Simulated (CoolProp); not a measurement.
Vapour-liquid equilibrium of CHF3 (R23) (1) + CH2F2 (R32) (2) at 228.8 K; x and y are mole fractions of (1).

The numbers come from the multi-fluid Helmholtz-energy mixture model, Penoncello 2003 and Tillner-Roth 1997; pair parameters Bell 2016 in CoolProp.

Q: Give the bubble pressure and the first vapour's composition at x = 0.125, 0.875, 0.95. Is there an azeotrope?

A: x = 0.125: 0.2014 MPa, y = 0.356; x = 0.875: 0.5403 MPa, y = 0.958; x = 0.95: 0.5754 MPa, y = 0.984. No azeotrope shows between x = 0.05 and 0.95.

The pair parameters rest on a limited set of measurements; away from them the model extrapolates.
